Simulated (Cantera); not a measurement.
Mixture: 7.67 % CH₄, 0.261 % CO, 17.6 % O₂, 66.1 % N₂, 8.43 % H₂O, at 0.410 bar, adiabatic and at constant volume. Ignition delay is the time to a rise of 400 K.

Cantera simulation using GRI-Mech 3.0 (53 species, 325 reactions); the numbers are that mechanism's predictions, not measurements.

Question: Predict: delay at 1023 K; delay at 1098 K; delay at 1173 K; delay at 1248 K; delay at 1323 K; delay at 1398 K; apparent activation energy between 1248 and 1398 K.

Answer: 
```
Quantity                                                 Value
--------------------------------------------------  ----------
delay at 1023 K                                         1.94 s
delay at 1098 K                                        0.534 s
delay at 1173 K                                        0.162 s
delay at 1248 K                                        54.0 ms
delay at 1323 K                                        19.5 ms
delay at 1398 K                                        7.64 ms
apparent activation energy between 1248 and 1398 K  190 kJ/mol
```
